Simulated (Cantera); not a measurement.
What does this Cantera script print?

```python
import numpy as np
import cantera as ct

gas = ct.Solution("gri30.yaml")


def delay(T, t_max=10):
    gas.TPX = T, 500000, {'H2': 1, 'O2': 0.357, 'N2': 3.3}
    reactor = ct.IdealGasConstPressureReactor(gas, clone=False)
    net = ct.ReactorNet([reactor])
    net.rtol, net.atol = 1e-8, 1e-16
    while net.time < t_max:
        t_old, T_old = net.time, reactor.T
        net.step()
        if reactor.T > T + 400:  # ignition: a rise of 400 K
            return t_old + (T + 400 - T_old) / (reactor.T - T_old) * (net.time - t_old)
    return np.nan


taus = []
for T in [1150, 1250, 1350, 1450, 1550, 1650, 1750]:
    taus.append(delay(T))
    print(f"T0 = {T:6g} K   tau = {taus[-1]:.4e} s")
```

It prints:

```
T0 =   1150 K   tau = 7.0709e-05 s
T0 =   1250 K   tau = 1.7506e-05 s
T0 =   1350 K   tau = 9.7022e-06 s
T0 =   1450 K   tau = 6.6354e-06 s
T0 =   1550 K   tau = 5.1324e-06 s
T0 =   1650 K   tau = 4.3538e-06 s
T0 =   1750 K   tau = 3.9770e-06 s
```

Cantera simulation using GRI-Mech 3.0 (53 species, 325 reactions); the numbers are that mechanism's predictions, not measurements. The hydrogen kinetics of GRI-Mech 3.0 are dated; newer H2 mechanisms differ, most at raised pressure. Where the delays flatten at high temperature, the 400 K rule measures the pace of heat release, not the induction time.
